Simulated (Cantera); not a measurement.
Input: 1 mol Si, 3.6 mol H2, 1.7 mol Cl2, at 1123.15 K and 1580 Torr.

Method: chemical equilibrium by Gibbs-energy minimisation in Cantera with the NASA 1993 tables (ideal gas, pure condensed phases). Candidate condensed phases: Si; 19 gas species. The tables' values for SiCl3 are old estimates; treat these amounts as uncertain. The numbers say what is thermodynamically allowed, not how fast it happens.

Base state: H2 0.767, SiCl4 0.128, SiHCl3 0.0712, HCl 0.0237, SiH2Cl2 0.00485, SiCl3 0.00399, SiCl2 0.00154, SiH3Cl 8.84e-5 (mole fractions); condensed: Si(s).

Q: What changes in the equilibrium state with this change: pressure from 1580 Torr to 6600 Torr?

A: 
```json
[
 {"species": "H2", "before": "0.767", "after": "0.763"},
 {"species": "SiCl4", "before": "0.128", "after": "0.114"},
 {"species": "SiHCl3", "before": "0.0712", "after": "0.0934"},
 {"species": "HCl", "before": "0.0237", "after": "0.0160"},
 {"species": "SiH3Cl", "before": "8.84e-5", "after": "0.000250"},
 {"species": "SiCl2", "before": "0.00154", "after": "0.000712"},
 {"species": "SiH2Cl2", "before": "0.00485", "after": "0.00935"},
 {"species": "SiCl3", "before": "0.00399", "after": "0.00256"},
 {"species": "Si(s), mol", "before": "0.0791", "after": "0.0404"}
]
```

Q: What changes in the equilibrium state with this change: pressure from 1580 Torr to 75.0 Torr?

A: 
```csv
species,before,after
H2,0.767,0.757
SiCl4,0.128,0.139
HCl,0.0237,0.0514
SiHCl3,0.0712,0.0352
SiH3Cl,8.84e-5,9.02e-6
SiCl2,0.00154,0.00736
SiH2Cl2,0.00485,0.00109
SiCl3,0.00399,0.00908
"Si(s), mol",0.0791,0.139
```
